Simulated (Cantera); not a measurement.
An isothermal, constant-pressure homogeneous reactor starts with 23.6 % NO, 68.6 % N₂, 7.80 % H₂O, at 1800 K and 20.0 Torr.

Model: GRI-Mech 3.0 (53 species, 325 reactions), integrated in Cantera. Radical loss at walls, strong at low pressure, is not modelled.

One state of this run: x NO = 0.217; x O₂ = 0.00980; x N₂O = 8.16e-6; x NO₂ = 1.86e-5; x N₂ = 0.695; x O = 7.73e-5. x: mole fraction; the columns are a selection and need not sum to one.

Which value of t (s) does it belong to?
(A) 0.0156
(B) 0.450
(C) 0.00289
(D) 13.0

D, 13.0
